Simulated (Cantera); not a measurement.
An isothermal, constant-pressure homogeneous reactor starts with 43.4 % CH4, 52.1 % H2O, 4.17 % H2, 0.300 % N2, at 1550 K and 10.0 bar.

Cantera simulation using GRI-Mech 3.0 (53 species, 325 reactions); the numbers are that mechanism's predictions, not measurements.

x: mole fraction; the columns are a selection and need not sum to one.

```tsv
t (s)	x CH4	x H2O	x H2	x CH2	x CO2
6.00e-6	0.434	0.521	0.0417	1.76e-10	<1e-12
2.70e-5	0.434	0.521	0.0418	7.56e-10	<1e-12
0.000121	0.433	0.521	0.0423	___	2.90e-11
0.000545	0.429	0.520	0.0450	___	8.55e-9
0.00245	0.409	0.515	0.0625	___	9.73e-7
0.0110	0.339	0.490	0.133	___	2.91e-5
0.0495	0.217	0.443	0.255	___	0.000669
0.222	0.189	0.396	0.313	___	0.00716
1.00	0.183	0.311	0.386	___	0.0174
```

Problem. Fill in the missing entries.

Solution. 
- 0.000121, x CH2: 1.06e-9
- 0.000545, x CH2: 1.86e-9
- 0.00245, x CH2: 2.19e-9
- 0.0110, x CH2: 2.57e-9
- 0.0495, x CH2: 3.29e-9
- 0.222, x CH2: 2.74e-9
- 1.00, x CH2: 1.41e-9
